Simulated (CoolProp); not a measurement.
Vapour-liquid equilibrium of R125 (1) + isobutane (2) at -47.45 °C; x and y are mole fractions of (1).

Computed with CoolProp (multi-fluid Helmholtz-energy mixture model, Lemmon 2005 and Bücker 2006; pair parameters Bell 2016).

```json
[
 {"x": "0.05", "bubble pressure (kPa)": "41.16", "y at the bubble point": "___", "dew pressure at overall composition x (kPa)": "20.35", "liquid density (mol/L)": "___"},
 {"x": "0.2", "bubble pressure (kPa)": "82.32", "y at the bubble point": "0.795", "dew pressure at overall composition x (kPa)": "___", "liquid density (mol/L)": "11.08"},
 {"x": "0.35", "bubble pressure (kPa)": "98.71", "y at the bubble point": "0.842", "dew pressure at overall composition x (kPa)": "29.33", "liquid density (mol/L)": "11.26"},
 {"x": "0.5", "bubble pressure (kPa)": "103.3", "y at the bubble point": "0.854", "dew pressure at overall composition x (kPa)": "37.60", "liquid density (mol/L)": "11.46"},
 {"x": "0.65", "bubble pressure (kPa)": "___", "y at the bubble point": "0.859", "dew pressure at overall composition x (kPa)": "52.18", "liquid density (mol/L)": "11.71"},
 {"x": "0.8", "bubble pressure (kPa)": "___", "y at the bubble point": "___", "dew pressure at overall composition x (kPa)": "83.78", "liquid density (mol/L)": "12.03"},
 {"x": "0.95", "bubble pressure (kPa)": "106.5", "y at the bubble point": "0.939", "dew pressure at overall composition x (kPa)": "106.3", "liquid density (mol/L)": "12.43"}
]
```

Question: Complete the blanks.

Answer: 
- 0.05, y at the bubble point: 0.546
- 0.05, liquid density (mol/L): 10.92
- 0.2, dew pressure at overall composition x (kPa): 24.03
- 0.65, bubble pressure (kPa): 104.4
- 0.8, bubble pressure (kPa): 105.8
- 0.8, y at the bubble point: 0.872

y crosses x between x = 0.8 and 0.95: the model has an azeotrope there.

The pair parameters rest on a limited set of measurements; away from them the model extrapolates. With so large a gap from Raoult's law the liquid may split in two, which this calculation doesn't test in full.
